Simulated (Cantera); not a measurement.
A closed system holds: 1 mol n-butane, 0.069 mol NH3, 18 mol N2, at 13.3 mbar.

Cantera equilibrium calculation (NASA polynomials, part measured and part estimated; ideal gas, pure solids and liquids). Candidate condensed phases: C, C6H6, C7H8, C8H18; 92 gas species. Kinetics and transport are ignored.

Question: At 1300 K, list the 3 most abundant gas species with their mole fractions, and the condensed phases.

Answer: N2 0.779, H2 0.221, HCN 8.58e-5. Condensed: C(graphite).
